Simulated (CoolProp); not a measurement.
A Linde-Hampson liquefier for nitrogen: isothermal reversible compression at 230 K from 1 atm to 20 MPa, throttling to 1 atm, return gas leaving the recuperator 5 K below the feed. Each further row changes one setting.

Computed with CoolProp (reference Helmholtz-energy equation of state, Span 2000).

```
case                        liquid yield per pass  compression work (kJ/kg of gas)
--------------------------  ---------------------  -------------------------------
as stated                                   0.149                              351
high pressure 40 MPa                        0.178                              403
warm-end temperature 260 K                  0.102                              404
warm-end gap 10 K                           0.136                              351
```
